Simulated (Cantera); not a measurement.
Charge: 1 mol SiCl4, 13 mol N2O, 27 mol N2, held at 10.0 mbar.

Equilibrium computed with Cantera from the NASA thermochemical tables; the gas is ideal and each condensed phase is pure. Candidate condensed phases: Si, SiO2, Si2N2O, Si3N4; 23 gas species. The tables hold silica as quartz up to 1696 K and as liquid above; real silica turns to tridymite and cristobalite and melts near 1996 K. The numbers say what is thermodynamically allowed, not how fast it happens.

Question: Which condensed phases are stable at each of these points (T (°C)): 1100, 1150, 1200, 1250, 1300, 1350, 1400, 1450, 1500, 1550, 1600, 1650, 1700, 1750?

Answer: 
```json
[
 {"T (°C)": "1100", "condensed phases": "SiO2(β-quartz)", "Si condensed (%)": "100.0"},
 {"T (°C)": "1150", "condensed phases": "SiO2(β-quartz)", "Si condensed (%)": "100.0"},
 {"T (°C)": "1200", "condensed phases": "SiO2(β-quartz)", "Si condensed (%)": "100.0"},
 {"T (°C)": "1250", "condensed phases": "SiO2(β-quartz)", "Si condensed (%)": "100.0"},
 {"T (°C)": "1300", "condensed phases": "SiO2(β-quartz)", "Si condensed (%)": "100.0"},
 {"T (°C)": "1350", "condensed phases": "SiO2(β-quartz)", "Si condensed (%)": "100.0"},
 {"T (°C)": "1400", "condensed phases": "SiO2(β-quartz)", "Si condensed (%)": "100.0"},
 {"T (°C)": "1450", "condensed phases": "SiO2(condensed)", "Si condensed (%)": "100.0"},
 {"T (°C)": "1500", "condensed phases": "SiO2(condensed)", "Si condensed (%)": "100.0"},
 {"T (°C)": "1550", "condensed phases": "SiO2(condensed)", "Si condensed (%)": "100.0"},
 {"T (°C)": "1600", "condensed phases": "SiO2(condensed)", "Si condensed (%)": "100.0"},
 {"T (°C)": "1650", "condensed phases": "SiO2(condensed)", "Si condensed (%)": "99.9"},
 {"T (°C)": "1700", "condensed phases": "SiO2(condensed)", "Si condensed (%)": "99.8"},
 {"T (°C)": "1750", "condensed phases": "SiO2(l)", "Si condensed (%)": "99.3"}
]
```

From 1100 °C to 1400 °C the condensed part is SiO2(β-quartz). From 1450 °C to 1700 °C the condensed part is SiO2(condensed). At 1750 °C the condensed part is SiO2(l).
